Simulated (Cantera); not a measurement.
Thermodynamics of roasting and sulfation, feed FeS + O₂ + H₂O

Charge: 1 mol FeS, 0.29 mol O₂, 0.077 mol H₂O, held at 13300 Pa.

These are equilibrium values from Cantera (NASA tables, ideal gas, pure condensed phases), not measurements of a reactor. Candidate condensed phases: Fe, FeO, Fe(OH)₂, Fe(OH)₃, FeS, FeSO₄, FeS₂, Fe₂O₃, Fe₂(SO₄)₃, Fe₃O₄, H₂O, H₂SO₄, S; 22 gas species. Metal and sulfide melt together well below either melting point, which pure phases cannot show. Mutual solubility and eutectic melting of coexisting phases are not modelled. The tables' stoichiometric FeO is somewhat more stable than real wüstite, so its field is too wide. FeO, FeS: taken at fixed stoichiometry. Rates play no part.

| T (K) | log p SO₂ | log p H₂O | log p S₂ | log p H₂ | log p SO | n FeS(s) | n Fe₃O₄(s) | n FeO(s) | n FeS(l) |
|---|---|---|---|---|---|---|---|---|---|
| 1300 | -1.08 | -1.41 | -2.00 | -3.08 | -3.76 | 0.800 | 0.0667 | 0 | 0 |
| 1325 | -1.09 | -1.42 | -1.97 | -3.02 | -3.66 | 0.798 | 0.0672 | 0 | 0 |
| 1350 | -1.08 | -1.46 | -1.92 | -3.00 | -3.55 | 0.769 | 0 | 0.231 | 0 |
| 1375 | -1.08 | -1.46 | -1.87 | -2.94 | -3.46 | 0.764 | 0 | 0.236 | 0 |
| 1400 | -1.09 | -1.47 | -1.81 | -2.88 | -3.37 | 0.758 | 0 | 0.242 | 0 |
| 1425 | -1.10 | -1.47 | -1.76 | -2.82 | -3.28 | 0.752 | 0 | 0.248 | 0 |
| 1450 | -1.12 | -1.48 | -1.71 | -2.77 | -3.20 | 0.746 | 0 | 0.254 | 0 |
| 1475 | -1.12 | -1.49 | -1.68 | -2.72 | -3.12 | 0 | 0 | 0.260 | 0.740 |
| 1500 | -1.13 | -1.49 | -1.65 | -2.67 | -3.05 | 0 | 0 | 0.264 | 0.736 |
| 1525 | -1.14 | -1.50 | -1.63 | -2.63 | -2.97 | 0 | 0 | 0.268 | 0.732 |
| 1550 | -1.15 | -1.50 | -1.61 | -2.59 | -2.91 | 0 | 0 | 0.272 | 0.728 |
| 1575 | -1.15 | -1.51 | -1.59 | -2.55 | -2.84 | 0 | 0 | 0.276 | 0.724 |
| 1600 | -1.16 | -1.51 | -1.57 | -2.51 | -2.78 | 0 | 0 | 0.280 | 0.720 |
log p: log10 of the partial pressure in bar; n: condensed amount in mol.

From 1300 K to 1325 K the condensed part is FeS(s) + Fe₃O₄(s). From 1350 K to 1450 K the condensed part is FeO(s) + FeS(s). From 1475 K to 1600 K the condensed part is FeO(s) + FeS(l). The main Fe-bearing gas is Fe(OH)₂ throughout.
